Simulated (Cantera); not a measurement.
A Cantera script and what it prints.

```python
import numpy as np
import cantera as ct

gas_names = """
    CL CL2 H HCL H2 Si SiCL SiCL2 SiCL3 SiCL4 SiH SiHCL3 SiH2 SiH2CL2 SiH3 SiH3CL SiH4 Si2 Si3
""".split()
cond_names = """
    Si(cr) Si(L)
""".split()


# ... load() reads the species with a 1 bar reference pressure and builds the phases ...
atoms = {
    'Si': {'Si': 1},
    'HCl': {'H': 1, 'CL': 1},
    'H2': {'H': 2},
}
top_T = {}  # K; cautious upper limits of use, not melting points


# ... equilibrate(T, P, feed) seeds the gas with the atoms and calls Mixture.equilibrate('TP', solver="vcs", rtol=1e-11, max_steps=5000) ...
results = []
feed = {'Si': 1, 'HCl': 20, 'H2': 59}  # mol
P = 133.322  # Pa
for T in [648, 723, 798, 873, 948, 1023, 1098, 1173, 1248, 1323]:
    mix = equilibrate(T, P, feed)
    results.append((T, P, feed, dict(zip(mix.species_names, mix.species_moles))))

top = {s: max(r[3][s] / sum(r[3][g] for g in gas_names) for r in results) for s in gas_names}
cols = sorted((s for s in top if top[s] > 1e-06), key=lambda s: -top[s])[:9]
seen = [c for c in cond_names if any(r[3].get(c, 0) > 1e-12 for r in results)]
print("log10 of partial pressures in bar; condensed amounts in mol")
print(f"{'T/K':>10s}" + "".join(f"{s[:9]:>10s}" for s in cols + seen))
for T, P, feed, n in results:
    ng = sum(n[g] for g in gas_names)
    print(f"{T:10.4g}" + "".join(f"{np.log10(max(n[s] / ng * P / 1e5, 1e-99)):10.3f}" for s in cols)
          + "".join(f"{n.get(c, 0):10.4g}" for c in seen))
```

Output:

```
log10 of partial pressures in bar; condensed amounts in mol
       T/K        H2       HCL     SiCL4     SiCL2     SiCL3    SiHCL3         H        CL   SiH2CL2
       648    -2.982    -3.563    -4.767   -15.628   -11.608    -8.294   -16.407   -16.916   -13.059
       723    -2.982    -3.563    -4.768   -13.088   -10.127    -7.711   -14.565   -15.105   -11.814
       798    -2.982    -3.563    -4.769   -11.035    -8.929    -7.243   -13.065   -13.630   -10.811
       873    -2.982    -3.563    -4.771    -9.344    -7.942    -6.859   -11.821   -12.406    -9.988
       948    -2.982    -3.562    -4.777    -7.930    -7.118    -6.543   -10.771   -11.373    -9.304
      1023    -2.982    -3.561    -4.795    -6.744    -6.432    -6.289    -9.874   -10.488    -8.738
      1098    -2.984    -3.556    -4.870    -5.793    -5.906    -6.136    -9.099    -9.718    -8.323
      1173    -2.988    -3.541    -5.125    -5.179    -5.649    -6.205    -8.422    -9.033    -8.177
      1248    -2.992    -3.527    -5.618    -4.914    -5.695    -6.537    -7.827    -8.429    -8.322
      1323    -2.994    -3.521    -6.217    -4.827    -5.891    -6.984    -7.297    -7.900    -8.596
```

Cantera equilibrium calculation (NASA polynomials, part measured and part estimated; ideal gas, pure solids and liquids). The tables' values for SiCl3 are old estimates; treat these amounts as uncertain.
